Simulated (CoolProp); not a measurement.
R21 along the isobar 85.4 bar: density (kg/m³) from the reference equation and from simpler models built on Tc = 452.7 K, pc = 52.89 bar, ω = 0.206; each cubic takes its own stable root.

The numbers come from the reference Helmholtz-energy equation of state, Platzer 1990 in CoolProp. This equation is an older, rougher fit; its heat capacities, sound speeds and derivatives of the liquid may be far off and weren't checked against measurements.

| T (K) | phase | reference | van der Waals | Redlich-Kwong | Soave-Redlich-Kwong | Peng-Robinson |
|---|---|---|---|---|---|---|
| 325.5 | liquid | 1326 | 856.8 | 1215 | 1246 | 1407 |
| 333.3 | liquid | 1307 | 846.7 | 1196 | 1227 | 1385 |
| 341.1 | liquid | 1287 | 836.3 | 1175 | 1207 | [?] |
| 348.9 | liquid | 1268 | 825.6 | 1155 | 1186 | 1340 |
| 356.7 | liquid | [?] | 814.6 | 1133 | 1165 | 1315 |
| 364.5 | liquid | 1226 | 803.2 | 1111 | 1142 | 1290 |
| 372.2 | liquid | 1204 | 791.7 | 1088 | 1119 | 1263 |
| 380 | liquid | 1182 | 779.6 | 1064 | 1094 | 1235 |
| 387.8 | liquid | 1159 | 767.0 | 1039 | [?] | 1205 |
| 395.6 | liquid | 1134 | 754.0 | 1013 | 1041 | 1173 |
| 403.4 | liquid | 1108 | 740.4 | 986.3 | 1012 | [?] |

**Question.** Some entries are withheld; supply them.

**Answer.** 
- 341.1, Peng-Robinson: 1363
- 356.7, reference: 1247
- 387.8, Soave-Redlich-Kwong: 1068
- 403.4, Peng-Robinson: 1140
